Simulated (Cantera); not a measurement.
An adiabatic, constant-volume homogeneous reactor starts with CH₄ : CO : O₂ : N₂ = 1 : 0.14 : 5.75 : 50.6 (molar parts), at 1750 K and 530000 Pa.

Detailed kinetics in Cantera: GRI-Mech 3.0 (53 species, 325 reactions).

Task: Predict: time of steepest temperature rise; temperature at 8.00 s; equilibrium temperature; x(CO) at 8.00 s; x(O₂) at 8.00 s; x(NO) at 8.00 s; x(H₂O₂) at 8.00 s.

Result: 
* **time of steepest temperature rise**: 54.7 µs
* **temperature at 8.00 s**: 2225 K
* **equilibrium temperature**: 2225 K
* **x(CO) at 8.00 s**: 0.000221 (gas-phase equilibrium 0.000221)
* **x(O₂) at 8.00 s**: 0.0599 (gas-phase equilibrium 0.0599)
* **x(NO) at 8.00 s**: 0.00755 (gas-phase equilibrium 0.00755)
* **x(H₂O₂) at 8.00 s**: 7.85e-8 (gas-phase equilibrium 7.85e-8)
